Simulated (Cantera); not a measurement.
A closed system holds: 1 mol Si, 2.1 mol HCl, 4.6 mol H2, at 0.133 bar.

Cantera equilibrium calculation (NASA polynomials, part measured and part estimated; ideal gas, pure solids and liquids). Candidate condensed phases: Si; 19 gas species. Rates play no part.

Over these rows the condensed part is Si(s). Partial pressures as log10 of bar:

```
T (K)  1000/T (1/K)  log p SiCl2  log p H2  log p SiCl4  log p SiHCl3  log p HCl
-----  ------------  -----------  --------  -----------  ------------  ---------
850          1.1765        -5.60     -0.92        -2.06         -2.47      -3.29
925          1.0811        -4.81     -0.92        -2.07         -2.49      -2.94
1000         1.0000        -4.15     -0.92        -2.08         -2.51      -2.65
1075         0.9302        -3.59     -0.93        -2.11         -2.54      -2.40
1150         0.8696            ?     -0.94        -2.17         -2.60      -2.20
1225         0.8163        -2.73     -0.94        -2.27         -2.68      -2.03
```

Fit log p(SiCl2) = a + b·(1000/T) to the five rows, give the apparent enthalpy, and predict the row at 1150 K.

Means: 1000/T = 1.0008, log p = -4.176. Sxy = -0.609286, Sxx = 0.0763438, so b = -7.98 and a = -4.176 − (-7.98)×1.0008 = 3.81.
Apparent enthalpy: −19.145 × (-7.98) = 153 kJ/mol. With the condensed phases at unit activity, 1/2 Si(s) + 1/2 SiCl4(g) = SiCl2(g) links this pressure to the main gases: over the six rows their terms move log p by -0.10 in all, so the slope is close to that reaction's ΔH°. The five rows lie within 0.03 of the line.
Prediction at 1150 K: 3.81 + (-7.98)×0.8696 = -3.13. The computed value is -3.12, 0.01 from the line.
